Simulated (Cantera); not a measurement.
Input (Python, Cantera) and output of one run.

```python
import numpy as np
import cantera as ct

gas_names = """
    CL CL2 H HCL H2 Si SiCL SiCL2 SiCL3 SiCL4 SiH SiHCL3 SiH2 SiH2CL2 SiH3 SiH3CL SiH4 Si2 Si3
""".split()
cond_names = """
    Si(cr) Si(L)
""".split()


# ... load() reads the species with a 1 bar reference pressure and builds the phases ...
atoms = {
    'SiCl4': {'Si': 1, 'CL': 4},
    'H2': {'H': 2},
}
top_T = {}  # K; cautious upper limits of use, not melting points


# ... equilibrate(T, P, feed) seeds the gas with the atoms and calls Mixture.equilibrate('TP', solver="vcs", rtol=1e-11, max_steps=5000) ...
results = []
feed = {'SiCl4': 1, 'H2': 1.5}  # mol
P = 101325  # Pa
for T in [673, 723, 773, 823, 873, 923, 973, 1023, 1073]:
    mix = equilibrate(T, P, feed)
    results.append((T, P, feed, dict(zip(mix.species_names, mix.species_moles))))

top = {s: max(r[3][s] / sum(r[3][g] for g in gas_names) for r in results) for s in gas_names}
cols = sorted((s for s in top if top[s] > 1e-05), key=lambda s: -top[s])[:8]
seen = [c for c in cond_names if any(r[3].get(c, 0) > 1e-12 for r in results)]
print("log10 of partial pressures in bar; condensed amounts in mol")
print(f"{'T/K':>10s}" + "".join(f"{s[:9]:>10s}" for s in cols + seen))
for T, P, feed, n in results:
    ng = sum(n[g] for g in gas_names)
    print(f"{T:10.4g}" + "".join(f"{np.log10(max(n[s] / ng * P / 1e5, 1e-99)):10.3f}" for s in cols)
          + "".join(f"{n.get(c, 0):10.4g}" for c in seen))
```

Result:

```
log10 of partial pressures in bar; condensed amounts in mol
       T/K        H2     SiCL4       HCL    SiHCL3     SiCL3   SiH2CL2     SiCL2
       673    -0.220    -0.398    -2.258    -2.259    -6.632    -5.329   -10.197
       723    -0.222    -0.401    -2.073    -2.075    -5.870    -4.907    -8.942
       773    -0.225    -0.405    -1.915    -1.917    -5.209    -4.543    -7.851
       823    -0.228    -0.410    -1.777    -1.780    -4.630    -4.225    -6.896
       873    -0.232    -0.416    -1.656    -1.662    -4.119    -3.948    -6.053
       923    -0.237    -0.423    -1.549    -1.559    -3.667    -3.704    -5.305
       973    -0.242    -0.431    -1.454    -1.470    -3.263    -3.489    -4.637
      1023    -0.248    -0.440    -1.368    -1.393    -2.903    -3.301    -4.041
      1073    -0.254    -0.451    -1.288    -1.329    -2.582    -3.140    -3.509
```

These are equilibrium values from Cantera (NASA tables, ideal gas, pure condensed phases), not measurements of a reactor. The tables' values for SiCl3 are old estimates; treat these amounts as uncertain.
